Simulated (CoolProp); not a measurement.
Toluene along the isobar 17.3 MPa: fugacity coefficient from the reference equation and from simpler models built on Tc = 591.7 K, pc = 4.126 MPa, ω = 0.266; each cubic takes its own stable root.

The numbers come from the reference Helmholtz-energy equation of state, Lemmon 2006 in CoolProp. It is a short technical equation, of lower accuracy than the large ones.

```
T (K)          phase  reference  van der Waals  Redlich-Kwong  Peng-Robinson
-----  -------------  ---------  -------------  -------------  -------------
482.2         liquid    0.07437         0.1811         0.1036        0.07482
499.4         liquid    0.09434         0.2023         0.1259        0.09526
516.6         liquid     0.1171         0.2242         0.1502         0.1186
533.8         liquid     0.1424         0.2467         0.1763         0.1448
551.1         liquid     0.1703         0.2697         0.2040         0.1737
568.3         liquid     0.2002         0.2928         0.2329         0.2048
585.5         liquid     0.2319         0.3162         0.2627         0.2378
602.8  supercritical     0.2653         0.3398         0.2933         0.2726
620    supercritical     0.2997         0.3633         0.3242         0.3084
```
